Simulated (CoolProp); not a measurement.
Vapour-liquid equilibrium of dimethyl ether (1) + chloromethane (R40) (2) at 371.8 K; x and y are mole fractions of (1).

The numbers come from the multi-fluid Helmholtz-energy mixture model, Wu 2011 and Thol 2014; pair parameters Bell 2016 in CoolProp.

```csv
x,bubble pressure (kPa),y at the bubble point,dew pressure at overall composition x (kPa),liquid density (mol/L)
0.05,3142,0.046,3141,14.25
0.15,3107,0.143,3105,13.91
0.25,3080,0.242,3079,13.57
0.35,3064,0.345,3063,13.23
0.45,3057,0.449,3057,12.88
0.55,3060,0.554,3060,12.54
0.65,3074,0.658,3073,12.20
0.75,3099,0.760,3096,11.85
0.85,3134,0.859,3131,11.50
0.95,3181,0.954,3178,11.14
```

y crosses x between x = 0.45 and 0.55: the model has an azeotrope there.

Pair parameters are fitted to limited data, so mixtures are less certain than the pure fluids.
